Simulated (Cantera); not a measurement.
# B2O3 + H2 + N2 (boron, boron nitride and boron oxide)

Feed: 1 mol B2O3, 1.5 mol H2, 0.77 mol N2, held at 0.670 bar.

Method: chemical equilibrium by Gibbs-energy minimisation in Cantera with the NASA 1993 tables (ideal gas, pure condensed phases). Candidate condensed phases: B, BN, B2O3, B3O3H3, H2O; 39 gas species. Mutual solubility and eutectic melting of coexisting phases are not modelled. Gases not in the tables: H3BO3. Equilibrium is a limit: real reactors are often held back by kinetics, nucleation or transport.

From 1550 K to 1800 K the condensed part is BN(s) + B2O3(l).

| T (K) | log p H2 | log p N2 | log p HBO2 | log p HBO | log p B2O3 | log p H2O | n BN(s) | n B2O3(l) |
|---|---|---|---|---|---|---|---|---|
| 1550 | -0.36 | -0.65 | -2.77 | -3.57 | -4.23 | -2.69 | 0.00620 | 0.993 |
| 1575 | -0.36 | -0.65 | -2.69 | -3.42 | -4.03 | -2.70 | 0.00644 | 0.992 |
| 1600 | -0.36 | -0.65 | -2.61 | -3.27 | -3.83 | -2.70 | 0.00669 | 0.991 |
| 1625 | -0.36 | -0.65 | -2.53 | -3.13 | -3.64 | -2.71 | 0.00697 | 0.989 |
| 1650 | -0.36 | -0.65 | -2.45 | -2.99 | -3.46 | -2.71 | 0.00724 | 0.987 |
| 1675 | -0.36 | -0.65 | -2.38 | -2.86 | -3.28 | -2.72 | 0.00751 | 0.985 |
| 1700 | -0.36 | -0.65 | -2.30 | -2.73 | -3.11 | -2.72 | 0.00773 | 0.982 |
| 1725 | -0.36 | -0.65 | -2.23 | -2.61 | -2.94 | -2.73 | 0.00789 | 0.978 |
| 1750 | -0.36 | -0.65 | -2.17 | -2.48 | -2.78 | -2.73 | 0.00793 | 0.973 |
| 1775 | -0.37 | -0.65 | -2.10 | -2.37 | -2.62 | -2.74 | 0.00779 | 0.966 |
| 1800 | -0.37 | -0.65 | -2.04 | -2.25 | -2.47 | -2.75 | 0.00739 | 0.958 |
log p: log10 of the partial pressure in bar; n: condensed amount in mol.
